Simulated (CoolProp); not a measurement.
Values from CoolProp's reference Helmholtz-energy equation of state, Wu 2012.

**Question.** For fluoroethane (R161), give the phase and the cp (kJ/(kg K)), speed of sound (m/s), Joule-Thomson coefficient (K/MPa) at 305.4 K and 0.0819 MPa.

**Answer.** 
- 305.4 K and 0.0819 MPa: gas; cp 1.28, speed of sound 245, Joule-Thomson coefficient 19.7
